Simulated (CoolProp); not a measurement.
Aqueous ammonia as a coolant, at 5 °C, 1 atm.

Computed with CoolProp (Melinder's fits for secondary coolants).

```
mass %  freezing point (°C)  conductivity (W/(m K))  viscosity (mPa s)  density (kg/m³)  Prandtl number
------  -------------------  ----------------------  -----------------  ---------------  --------------
1.5                    -1.7                   0.558               1.60              [?]            12.0
5.7                    -7.0                   0.531               1.65              [?]            13.0
9.8                   -13.3                   0.506               1.70            962.2            14.1
14                    -21.1                   0.482               1.80            948.2            15.8
18.2                  -31.2                   0.461               1.91              [?]            17.5
22.3                  -44.3                   0.444               1.94            922.9            18.5
26.5                  -62.9                   0.431               1.91            910.9            18.8
```

Question: What belongs in the gaps?

Answer: 
- 1.5, density (kg/m³): 993.8
- 5.7, density (kg/m³): 977.1
- 18.2, density (kg/m³): 935.0
